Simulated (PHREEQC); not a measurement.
Make-up at 20 °C: 0.048 mol/kgw MnSO4, 0.034 mol/kgw ZnCl2 and 0.00025 mol/kgw Na2SO4. Closed to the air; pH follows from the charge balance.

All values are PHREEQC results (ion-association model, wateq4f.dat), not measurements.

```json
[
 {"quantity": "pH", "before": "5.54", "after": "6.04"},
 {"quantity": "ionic strength (mol/kgw)", "before": "0.192", "after": "0.131"},
 {"quantity": "SO4-2 (mol/kgw)", "before": "0.0226", "after": "0.0275"},
 {"quantity": "MnSO4 (mol/kgw)", "before": "0.0117", "after": "0.0168"},
 {"quantity": "SI of Goslarite (ZnSO4:7H2O)", "before": "-2.33", "after": "-2.92"},
 {"quantity": "SI of Zincite(c) (ZnO)", "before": "-2.50", "after": "-2.23"}
]
```

Name the change that produced these shifts.
A. Na2SO4 from 0.00025 to 0.000275 mol/kgw
B. ZnCl2 from 0.034 to 0.0068 mol/kgw
C. 0.0013 mol/kgw NiCl2 added
D. Na2SO4 from 0.00025 to 0.0025 mol/kgw

B, ZnCl2 from 0.034 to 0.0068 mol/kgw

This is a speciation only: nothing precipitates in the calculation.
